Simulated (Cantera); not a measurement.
Charge: 1 mol SiCl₄, 5.2 mol HCl, 0.5 mol H₂, at 92000 Pa.

Method: chemical equilibrium by Gibbs-energy minimisation in Cantera with the NASA 1993 tables (ideal gas, pure condensed phases). Candidate condensed phases: Si; 19 gas species. The tables' values for SiCl₃ are old estimates; treat these amounts as uncertain. Kinetics and transport are ignored.

log p: log10 of the partial pressure in bar; nothing condenses.

```json
[
 {"T (K)": "775", "log p HCl": "-0.15", "log p SiCl₄": "-0.86", "log p H₂": "-1.16", "log p SiCl₃": "-7.87", "log p SiCl₂": "<-12", "log p SiHCl₃": "-5.07"},
 {"T (K)": "850", "log p HCl": "-0.15", "log p SiCl₄": "-0.86", "log p H₂": "-1.16", "log p SiCl₃": "-6.83", "log p SiCl₂": "-10.94", "log p SiHCl₃": "-4.66"},
 {"T (K)": "925", "log p HCl": "-0.15", "log p SiCl₄": "-0.86", "log p H₂": "-1.16", "log p SiCl₃": "-5.95", "log p SiCl₂": "-9.44", "log p SiHCl₃": "-4.32"},
 {"T (K)": "1000", "log p HCl": "-0.15", "log p SiCl₄": "-0.86", "log p H₂": "-1.16", "log p SiCl₃": "-5.21", "log p SiCl₂": "-8.17", "log p SiHCl₃": "-4.03"},
 {"T (K)": "1075", "log p HCl": "-0.15", "log p SiCl₄": "-0.86", "log p H₂": "-1.16", "log p SiCl₃": "-4.57", "log p SiCl₂": "[?]", "log p SiHCl₃": "[?]"},
 {"T (K)": "1150", "log p HCl": "-0.15", "log p SiCl₄": "-0.86", "log p H₂": "-1.17", "log p SiCl₃": "-4.03", "log p SiCl₂": "[?]", "log p SiHCl₃": "[?]"},
 {"T (K)": "1225", "log p HCl": "-0.15", "log p SiCl₄": "-0.86", "log p H₂": "-1.17", "log p SiCl₃": "-3.55", "log p SiCl₂": "-5.33", "log p SiHCl₃": "-3.39"},
 {"T (K)": "1300", "log p HCl": "-0.15", "log p SiCl₄": "-0.87", "log p H₂": "-1.17", "log p SiCl₃": "-3.12", "log p SiCl₂": "-4.61", "log p SiHCl₃": "-3.23"},
 {"T (K)": "1375", "log p HCl": "-0.15", "log p SiCl₄": "-0.87", "log p H₂": "-1.18", "log p SiCl₃": "-2.75", "log p SiCl₂": "-3.98", "log p SiHCl₃": "-3.10"},
 {"T (K)": "1450", "log p HCl": "-0.14", "log p SiCl₄": "-0.88", "log p H₂": "-1.19", "log p SiCl₃": "-2.43", "log p SiCl₂": "-3.42", "log p SiHCl₃": "-2.99"},
 {"T (K)": "1525", "log p HCl": "-0.14", "log p SiCl₄": "-0.90", "log p H₂": "-1.20", "log p SiCl₃": "-2.16", "log p SiCl₂": "-2.94", "log p SiHCl₃": "-2.90"},
 {"T (K)": "1600", "log p HCl": "-0.14", "log p SiCl₄": "-0.92", "log p H₂": "-1.24", "log p SiCl₃": "-1.93", "log p SiCl₂": "-2.54", "log p SiHCl₃": "-2.86"},
 {"T (K)": "1675", "log p HCl": "-0.13", "log p SiCl₄": "-0.96", "log p H₂": "-1.29", "log p SiCl₃": "-1.75", "log p SiCl₂": "-2.22", "log p SiHCl₃": "-2.86"}
]
```

**Question.** What belongs in the gaps?

**Answer.** 
- 1150, log p SiCl₂: -6.15
- 1150, log p SiHCl₃: -3.58
- 1075, log p SiCl₂: -7.09
- 1075, log p SiHCl₃: -3.79
